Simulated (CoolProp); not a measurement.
Vapour-liquid equilibrium of propane (1) + dimethyl ether (2) at 0.0562 bar; x and y are mole fractions of (1).

The numbers come from the multi-fluid Helmholtz-energy mixture model, Lemmon 2009 and Wu 2011; pair parameters Bell 2016 in CoolProp.

Give the bubble temperature and the first vapour's composition at x = 0.65, 0.8, 0.875. Is there an azeotrope?

x = 0.65: -90.4 °C, y = 0.830; x = 0.8: -91.1 °C, y = 0.883; x = 0.875: -91.4 °C, y = 0.918. No azeotrope shows between x = 0.05 and 0.95.

Pair parameters are fitted to limited data, so mixtures are less certain than the pure fluids.
